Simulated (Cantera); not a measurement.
A Cantera script and what it prints.

```python
import numpy as np
import cantera as ct

gas_names = """
    F F2 H HF H2 H2F2 H3F3 H4F4 H5F5 H6F6 H7F7 N NF NF2 NF3 NH NH2 NH3 N2 N2H2 N2H4 Si SiF SiF2 SiF3
    SiF4 SiH SiHF3 SiH2 SiH2F2 SiH3 SiH3F SiH4 SiN Si2 Si2N Si3
""".split()
cond_names = """
    Si(cr) Si(L) Si3N4(a)
""".split()


# ... load() reads the species with a 1 bar reference pressure and builds the phases ...
atoms = {
    'Si': {'Si': 1},
    'NF3': {'N': 1, 'F': 3},
    'H2': {'H': 2},
}
top_T = {'Si3N4(a)': 2400}  # K; cautious upper limits of use, not melting points


# ... equilibrate(T, P, feed) seeds the gas with the atoms and calls Mixture.equilibrate('TP', solver="vcs", rtol=1e-11, max_steps=5000) ...
results = []
feed = {'Si': 1, 'NF3': 1.7, 'H2': 1.6}  # mol
T = 1700  # K
P = 13332.2  # Pa
mix = equilibrate(T, P, feed)
results.append((T, P, feed, dict(zip(mix.species_names, mix.species_moles))))
print(gas.report(threshold=1e-05))
for i in range(1, mix.n_phases):
    print(f"{mix.phase(i).name:16s} {mix.phase_moles(i):12.5e} mol")
```

Output:

```
       temperature   1700 K
          pressure   13332 Pa
           density   0.035767 kg/m^3
  mean mol. weight   37.92 kg/kmol
   phase of matter   gas

                          1 kg             1 kmol
                     ---------------   ---------------
          enthalpy       -1.0795e+07       -4.0933e+08  J
   internal energy       -1.1167e+07       -4.2347e+08  J
           entropy            7982.7         3.027e+05  J/K
    Gibbs function       -2.4365e+07       -9.2393e+08  J
 heat capacity c_p            1361.8             51638  J/K
 heat capacity c_v            1142.5             43324  J/K

                      mass frac. Y      mole frac. X     chem. pot. / RT
                     ---------------   ---------------   ---------------
                 H        5.4627e-06         0.0002055            -11.17
                HF           0.14719           0.27898           -46.728
                H2          0.013787           0.25933            -22.34
                N2           0.15664           0.21203           -29.972
              SiF2        5.0684e-05        2.9084e-05           -90.592
              SiF3         0.0092673         0.0041304           -126.15
              SiF4           0.67216            0.2449           -161.71
             SiHF3        0.00089862        0.00039582           -137.32
     [  +29 minor]        7.6139e-07        7.0495e-07

Si(L)             0.00000e+00 mol
Si3N4(a)          0.00000e+00 mol
```

Equilibrium computed with Cantera from the NASA thermochemical tables; the gas is ideal and each condensed phase is pure. The tables' values for SiF3, SiF2 are old estimates; treat these amounts as uncertain.
